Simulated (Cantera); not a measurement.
A closed system holds: 1 mol C2F6, 0.052 mol CH4, 0.17 mol H2, at 1.00 Torr.

These are equilibrium values from Cantera (NASA tables, ideal gas, pure condensed phases), not measurements of a reactor. Candidate condensed phases: C, C6H6, C7H8, C8H18; 110 gas species. Ions and electrons are included (thermal ionisation). The feed counts by its element totals alone. Kinetics and transport are ignored.

Q: At 3000 K, list the 7 most abundant gas species with their mole fractions, and the condensed phases.

A: F 0.757, HF 0.0705, C3 0.0654, CF 0.0573, C 0.0249, H 0.0108, C2 0.0102. Condensed: gas only.
